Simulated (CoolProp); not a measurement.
Vapour-liquid equilibrium of p-xylene (1) + n-decane (2) at 231 kPa; x and y are mole fractions of (1).

The numbers come from the multi-fluid Helmholtz-energy mixture model, Zhou 2012 and Lemmon 2006; pair parameters Bell 2016 in CoolProp.

```csv
x,bubble temperature (°C),y at the bubble point,dew temperature at overall composition x (°C),liquid density (mol/L)
0.05,206.9,0.097,208.2,4.101
0.2,199.4,0.342,203.9,4.411
0.35,192.9,0.530,199.1,4.750
0.5,187.2,0.677,194.0,5.126
0.65,182.1,0.796,188.3,5.546
0.8,177.5,0.893,181.9,6.022
0.95,173.4,0.975,174.7,6.565
```

No azeotrope shows between x = 0.05 and 0.95.

Pair parameters are fitted to limited data, so mixtures are less certain than the pure fluids.
